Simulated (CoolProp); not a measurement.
1000 sccm (0 °C, 1 atm) of nitrogen bubbles through liquid isohexane at 302.9 K and leaves saturated at a total pressure of 0.15 MPa (ideal gas phase). Each further row changes one setting.

The numbers come from the reference Helmholtz-energy equation of state, Lemmon 2006 in CoolProp. It is a short technical equation, of lower accuracy than the large ones.

```tsv
case	vapour pressure (kPa)	mole fraction of vapour	delivery (mg/min)	delivery (sccm)	change of delivery for a bath 1 K warmer (%)
as stated	34.2	0.228	(withheld)	(withheld)	(withheld)
bath temperature 307.9 K	41.6	0.278	1480	(withheld)	5.5
total pressure 0.3 MPa	34.2	0.114	495	129	4.6
```

**Question.** Complete the blanks.

**Answer.** 
- as stated, delivery (mg/min): 1140
- as stated, delivery (sccm): 296
- as stated, change of delivery for a bath 1 K warmer (%): 5.3
- bath temperature 307.9 K, delivery (sccm): 384
